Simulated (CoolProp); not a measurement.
R1123 along the isotherm 374.2 K: density (kg/m³) from the reference equation and from simpler models built on Tc = 331.7 K, pc = 4549 kPa, ω = 0.243; each cubic takes its own stable root.

The numbers come from the reference Helmholtz-energy equation of state, Akasaka 2020 in CoolProp.

```
p (kPa)          phase  reference  ideal gas  van der Waals  Redlich-Kwong  Soave-Redlich-Kwong  Peng-Robinson
-------  -------------  ---------  ---------  -------------  -------------  -------------------  -------------
1250               gas      35.26      32.95          35.20          35.36                35.19          35.52
2500               gas      76.24      65.91          76.19          76.75                75.81          77.33
3750               gas      125.3      98.86          126.3          126.9                123.9          127.8
5000     supercritical      186.4      131.8          192.8          190.9                182.7          190.4
6250     supercritical      266.3      164.8          294.3          276.8                256.1          269.5
7500     supercritical      371.8      197.7          417.2          386.2                344.6          365.3
8750     supercritical      489.6      230.7          488.5          486.4                433.9          463.0
10000    supercritical      585.7      263.6          531.7          558.7                507.9          545.5
11200    supercritical      651.4      295.3          561.4          609.8                563.3          608.4
12500    supercritical      702.8      329.5          586.6          653.2                611.0          662.9
13800    supercritical      741.9      363.8          607.1          688.4                649.8          707.4
15000    supercritical      771.2      395.5          623.1          716.1                680.2          742.3
16200    supercritical      795.9      427.1          637.2          740.2                706.7          772.7
17500    supercritical      819.0      461.4          650.7          763.4                732.0          801.7
18800    supercritical      839.3      495.6          662.8          784.1                754.5          827.6
20000    supercritical      856.1      527.3          672.9          801.5                773.4          849.1
```
